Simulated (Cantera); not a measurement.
Input: 1 mol Si, 1.5 mol HF, 79 mol N2, at 1148 K and 2.60 Pa.

Cantera equilibrium calculation (NASA polynomials, part measured and part estimated; ideal gas, pure solids and liquids). Candidate condensed phases: Si, Si3N4; 37 gas species. N2 is the only nitrogen source here; it is nearly inert below about 1500 K, so the nitride shown seldom forms there in practice. The tables' values for SiF3, SiF2 are old estimates; treat these amounts as uncertain. Equilibrium is a limit: real reactors are often held back by kinetics, nucleation or transport.

Base state: N2 0.986, H2 0.00929, SiF4 0.00445, SiF3 0.000251, HF 0.000227, SiF2 1.80e-5 (mole fractions); condensed: Si3N4(s).

Task: What changes in the equilibrium state with this change: HF from 1.5 to 4.9 mol?

Result: 
| species | before | after |
|---|---|---|
| N2 | 0.986 | 0.953 |
| H2 | 0.00929 | 0.0241 |
| SiF4 | 0.00445 | 0.0120 |
| HF | 0.000227 | 0.0109 |
| SiF2 | 1.80e-5 | 5.51e-8 |
| SiF3 | 0.000251 | 2.28e-5 |
| Si3N4(s), mol | 0.208 | 0 |
The tables' values for SiF3 are old estimates; treat these amounts as uncertain.
